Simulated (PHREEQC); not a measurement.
Make-up at 25 °C: 0.19 mol/kgw H2SO4 and 0.03 mol/kgw MnSO4. Closed to the air; pH follows from the charge balance.

Equilibrium calculation in PHREEQC: ion-association model, phreeqc.dat.

```json
[
 {"quantity": "pH", "before": "0.80", "after": "6.79"},
 {"quantity": "ionic strength (mol/kgw)", "before": "0.300", "after": "0.530"},
 {"quantity": "HSO4- (mol/kgw)", "before": "0.178", "after": "6.67e-7"},
 {"quantity": "SO4-2 (mol/kgw)", "before": "0.0337", "after": "0.156"},
 {"quantity": "Mn+2 (mol/kgw)", "before": "0.0213", "after": "0.0136"},
 {"quantity": "MnSO4 (mol/kgw)", "before": "0.00869", "after": "0.0164"}
]
```

Task: What was changed between the two runs?
A. 0.0023 mol/kgw KCl added
B. temperature from 25 to 5 °C
C. diluted 5-fold with water
D. H2SO4 replaced by Li2SO4 at the same molality
E. H2SO4 from 0.19 to 0.095 mol/kgw

Result: D, H2SO4 replaced by Li2SO4 at the same molality

Precipitation was switched off in this run.
